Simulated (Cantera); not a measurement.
Input: 1 mol N2O, 0.24 mol H2, 1.4 mol O2, at 4400 Pa.

Method: chemical equilibrium by Gibbs-energy minimisation in Cantera with the NASA 1993 tables (ideal gas, pure condensed phases). Candidate condensed phases: H2O; 24 gas species. The numbers say what is thermodynamically allowed, not how fast it happens. All values below are at 1575 K.

Base state: O2 0.588, N2 0.330, H2O 0.0793, NO 0.00188, OH 0.000366, O 3.91e-5 (mole fractions); condensed: gas only.

### Question
What changes in the equilibrium state with this change: N2O replaced by S?

### Answer
```csv
species,before,after
SO2,0,0.657
O2,0.588,0.183
H2O,0.0793,0.158
N2,0.330,0
NO,0.00188,0
SO3,0,0.00153
O,3.91e-5,2.19e-5
```
Further candidate phases: H2SO4, S.
